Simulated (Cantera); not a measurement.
**Chemical vapour transport: MgO + Cl₂ + H₂**

Input: 1 mol MgO, 0.21 mol Cl₂, 0.51 mol H₂, held at 1.00 bar.

Method: chemical equilibrium by Gibbs-energy minimisation in Cantera with the NASA 1993 tables (ideal gas, pure condensed phases). Candidate condensed phases: H₂O, Mg, MgCl₂, MgO, Mg(OH)₂; 22 gas species. Mutual solubility and eutectic melting of coexisting phases are not modelled. The numbers say what is thermodynamically allowed, not how fast it happens.

From 1100 K to 1200 K the condensed part is MgCl₂(l) + MgO(s). From 1250 K to 1550 K the condensed part is MgO(s). The main Mg-bearing gas is MgCl₂ throughout. The share of Mg in condensed phases is highest at 1100 K (99.9 %) and lowest at 1550 K (96.8 %).

| T (K) | log p HCl | log p H₂ | log p H₂O | log p MgCl₂ | log p H | n MgCl₂(l) | n MgO(s) |
|---|---|---|---|---|---|---|---|
| 1100 | -0.25 | -0.37 | -1.74 | -2.81 | -7.77 | 0.0119 | 0.987 |
| 1150 | -0.25 | -0.38 | -1.83 | -2.43 | -7.31 | 0.00796 | 0.989 |
| 1200 | -0.25 | -0.38 | -1.91 | -2.07 | -6.89 | 0.00278 | 0.991 |
| 1250 | -0.25 | -0.38 | -1.87 | -1.87 | -6.51 | 0 | 0.990 |
| 1300 | -0.26 | -0.38 | -1.76 | -1.76 | -6.15 | 0 | 0.988 |
| 1350 | -0.27 | -0.38 | -1.66 | -1.66 | -5.81 | 0 | 0.984 |
| 1400 | -0.28 | -0.38 | -1.57 | -1.57 | -5.50 | 0 | 0.981 |
| 1450 | -0.28 | -0.38 | -1.49 | -1.49 | -5.21 | 0 | 0.977 |
| 1500 | -0.29 | -0.38 | -1.42 | -1.42 | -4.94 | 0 | 0.973 |
| 1550 | -0.31 | -0.38 | -1.35 | -1.35 | -4.69 | 0 | 0.968 |
log p: log10 of the partial pressure in bar; n: condensed amount in mol.
